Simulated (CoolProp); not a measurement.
A closed Brayton cycle with carbon dioxide: compressor inlet 327.15 K and 8.9 MPa, high pressure 20.1 MPa, turbine inlet 745 K, compressor efficiency 0.8, turbine efficiency 0.93, recuperator effectiveness 0 (on enthalpy, no pinch check). Each further row changes one setting.

Values from CoolProp's reference Helmholtz-energy equation of state, Span 1996.

```tsv
case	thermal efficiency (%)	net work (kJ/kg)	compressor to turbine work	compressor exit (K)	turbine exit (K)
as stated	12.4	58.1	0.42	394.1	649.8
turbine inlet 695 K	12.3	50.2	0.45	394.1	603.4
compressor inlet 337.15 K	11.9	52.1	0.48	410.2	649.8
high pressure 17.1 MPa	10.2	48.9	0.40	380.4	668.3
recuperator effectiveness 0.5	18.2	58.1	0.42	394.1	649.8
```
